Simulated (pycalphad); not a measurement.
Source of the numbers: pycalphad with the COST 507 light-alloy database (1999); pressure 1 atm. These are 1990s assessments: newer ones move some temperatures and phases. Amounts are mole fractions of atoms. Kinetics are ignored, which matters at the lower temperatures.

Q: Give the equilibrium state of Si-1.255Y (wt.%) at 550 K.

A: diamond (Si), fraction 0.988, with no Y wt.%; SI2Y_R, fraction 0.012, with 61.3 Y wt.%.

Q: Give the equilibrium state of Si-1.255Y (wt.%) at 1550 K.

A: 
```
T = 1550.00 K, P = 101325 Pa, N = 1 mol of atoms
G = -60865 J/mol, H = 33529 J/mol, S = 60.90 J/(mol K)  (SER reference)
chemical potentials (J/mol): Si -59910, Y -298540
phase             fraction      x(Si)       x(Y)
DIAMOND_A4          0.9574     1.0000       none
LIQUID              0.0426     0.9061     0.0939
```

Database names, with the compositions (at.%) that they take in these runs: SI2Y_R: Si 67 Y 33. DIAMOND_A4 is diamond (Si). An entry "none" or "no" means that the model of the phase leaves that element out.
